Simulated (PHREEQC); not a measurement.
Make-up at 25 °C: 4.4e-05 mol/kgw Ca(HCO3)2, 0.00028 mol/kgw NaF and 7.6e-06 mol/kgw H4SiO4. Closed to the air; pH follows from the charge balance.

Model: ion-association model, phreeqc.dat, run in PHREEQC.

| Quantity | Value |
|---|---|
| pH | 8.04 |
| ionic strength | 0.000412 mol/kgw |
| total alkalinity | 0.0880 meq/kg |

```tsv
species	molality	activity	log γ
F-	0.000280	0.000273	-0.010
Na+	0.000280	0.000273	-0.010
HCO3-	8.57e-5	8.38e-5	-0.010
Ca+2	4.39e-5	4.01e-5	-0.040
H4SiO4	7.48e-6	7.48e-6	0.000
CO2	1.73e-6	1.73e-6	0.000
OH-	1.13e-6	1.10e-6	-0.010
CO3-2	4.68e-7	4.27e-7	-0.040
H3SiO4-	1.23e-7	1.20e-7	-0.010
```

Precipitation was switched off in this run. SiF6-2 is the database's only silicon fluoride.
